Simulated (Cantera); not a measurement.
Input (Python, Cantera) and output of one run.

```python
import numpy as np
import cantera as ct

gas_names = """
    Cs NO NH3 N2
""".split()
cond_names = """
    CsOH(a) CsOH(b) CsOH(c) CsOH(L)
""".split()


# ... load() reads the species with a 1 bar reference pressure and builds the phases ...
species = {s.name: s for s in load("nasa_gas.yaml", gas_names) + load("nasa_condensed.yaml", cond_names)}
# Each term lists the table entries of one substance; the one whose range holds T is used.
reactions = {
    '3 Cs(g) + 3 NO(g) + NH3(g) = 3 CsOH + 2 N2(g)':
        [(-3, ['Cs']), (-3, ['NO']), (-1, ['NH3']), (3, ['CsOH(a)', 'CsOH(b)', 'CsOH(c)', 'CsOH(L)']), (2, ['N2'])],
}


def pick(names, T):
    return next(species[n] for n in names if species[n].thermo.min_temp <= T <= species[n].thermo.max_temp)


results = []
for label, terms in reactions.items():
    print(label)
    print("     T/K   dH/kJ  dS/(J/K)   dG/kJ   log10 K")
    for T in [948, 973, 998, 1023, 1048, 1073, 1098, 1123]:
        used = [(nu, pick(names, T)) for nu, names in terms]
        dH = sum(nu * s.thermo.h(T) for nu, s in used) / 1e6
        dS = sum(nu * s.thermo.s(T) for nu, s in used) / 1e3
        dG = dH - T * dS / 1e3
        logK = -dG * 1e6 / (ct.gas_constant * T * np.log(10))
        results.append((label, T, dH, dS, dG, logK, [s.name for _, s in used]))
        print(f"{T:8g} {dH:8.1f} {dS:8.1f} {dG:8.1f} {logK:8.2f}")
```

It prints:

```
3 Cs(g) + 3 NO(g) + NH3(g) = 3 CsOH + 2 N2(g)
     T/K   dH/kJ  dS/(J/K)   dG/kJ   log10 K
     948  -1608.3   -491.0  -1142.8    62.97
     973  -1606.0   -488.6  -1130.6    60.69
     998  -1603.8   -486.3  -1118.4    58.54
    1023  -1601.5   -484.1  -1106.3    56.49
    1048  -1599.3   -482.0  -1094.2    54.54
    1073  -1597.1   -479.9  -1082.2    52.68
    1098  -1594.9   -477.9  -1070.2    50.91
    1123  -1592.7   -475.9  -1058.3    49.22
```

Standard-state values (1 bar) from the NASA 1993 polynomials, evaluated with Cantera. Condensed species are held in their standard states even where they would react or evaporate.
